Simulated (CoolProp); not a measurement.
A simple Rankine cycle with water: condensing at 312.15 K, boiler at 6.86 MPa, turbine inlet 597.6 K, turbine efficiency 0.85, pump efficiency 0.6, no recuperator. Each further row changes one setting.

The numbers come from the reference Helmholtz-energy equation of state, Wagner 2002 in CoolProp.

```tsv
case	thermal efficiency (%)	net work (kJ/kg)	heat in (kJ/kg)	turbine exit temperature (K)	volume ratio over the turbine
as stated	31.6	…	2760	312.1	483
turbine inlet 617.6 K	31.9	902	2830	312.1	462
condensing temperature 304.15 K	32.6	…	…	304.1	725
boiler pressure 4.8 MPa	30.6	867	2830	312.1	…
turbine efficiency 0.75	27.9	770	2760	312.1	509
```

Task: Fill in the missing entries.

Result: 
- as stated, net work (kJ/kg): 875
- condensing temperature 304.15 K, net work (kJ/kg): 913
- condensing temperature 304.15 K, heat in (kJ/kg): 2800
- boiler pressure 4.8 MPa, volume ratio over the turbine: 328

The expansion ends wet for: as stated; turbine inlet 617.6 K; condensing temperature 304.15 K; boiler pressure 4.8 MPa; turbine efficiency 0.75.
